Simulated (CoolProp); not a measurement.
Ethylbenzene at several states: fugacity coefficient from the reference equation and from simpler models built on Tc = 617.1 K, pc = 3.622 MPa, ω = 0.304; each cubic takes its own stable root.

Values from CoolProp's reference Helmholtz-energy equation of state, Zhou 2012.

```json
[
 {"T (K)": "269.3", "p (MPa)": "5.93", "phase": "liquid", "reference": "4.579e-5", "van der Waals": "0.01074", "Redlich-Kwong": "0.0002438", "Soave-Redlich-Kwong": "4.728e-5", "Peng-Robinson": "5.269e-5"},
 {"T (K)": "274.2", "p (MPa)": "0.014", "phase": "liquid", "reference": "0.02007", "van der Waals": "0.9928", "Redlich-Kwong": "0.09680", "Soave-Redlich-Kwong": "0.01972", "Peng-Robinson": "0.02264"},
 {"T (K)": "588.6", "p (MPa)": "0.118", "phase": "gas", "reference": "0.9864", "van der Waals": "0.9892", "Redlich-Kwong": "0.9873", "Soave-Redlich-Kwong": "0.9870", "Peng-Robinson": "0.9857"},
 {"T (K)": "337.5", "p (MPa)": "4.26", "phase": "liquid", "reference": "0.002526", "van der Waals": "0.05485", "Redlich-Kwong": "0.007580", "Soave-Redlich-Kwong": "0.002543", "Peng-Robinson": "0.002608"},
 {"T (K)": "377.5", "p (MPa)": "0.0903", "phase": "liquid", "reference": "0.4293", "van der Waals": "0.9770", "Redlich-Kwong": "0.9672", "Soave-Redlich-Kwong": "0.4267", "Peng-Robinson": "0.4349"}
]
```

At some of these states van der Waals, Redlich-Kwong gives the other phase, because its saturation line lies elsewhere.
